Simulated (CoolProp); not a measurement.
Vapour-liquid equilibrium of dimethyl carbonate (1) + n-nonane (2) at 154.85 °C; x and y are mole fractions of (1).

Values from CoolProp's multi-fluid Helmholtz-energy mixture model, Zhou 2011 and Lemmon 2006; pair parameters Bell 2016.

```
x      bubble pressure (kPa)  y at the bubble point  dew pressure at overall composition x (kPa)  liquid density (mol/L)
-----  ---------------------  ---------------------  -------------------------------------------  ----------------------
0.05                   162.9                  0.325                                        118.4                   4.839
0.125                  232.5                  0.550                                        128.0                     ___
0.2                    293.0                    ___                                        139.3                   5.238
0.275                  343.2                  0.726                                        152.5                   5.463
0.35                   384.0                  0.769                                        168.5                   5.709
0.425                  416.6                  0.799                                        188.0                   5.980
0.5                    442.8                  0.822                                        212.5                   6.281
0.575                  464.6                  0.842                                        244.0                   6.620
0.65                   483.5                  0.860                                          ___                   7.003
0.725                  500.8                  0.879                                        342.2                   7.440
0.8                    517.3                  0.901                                        417.9                   7.942
0.875                  533.3                  0.929                                        497.0                   8.523
0.95                   548.3                  0.966                                        542.5                   9.200
```

Problem. Some entries are withheld; supply them.

Solution. 
- 0.125, liquid density (mol/L): 5.031
- 0.2, y at the bubble point: 0.661
- 0.65, dew pressure at overall composition x (kPa): 285.6

No azeotrope shows between x = 0.05 and 0.95.

Pair parameters are fitted to limited data, so mixtures are less certain than the pure fluids.
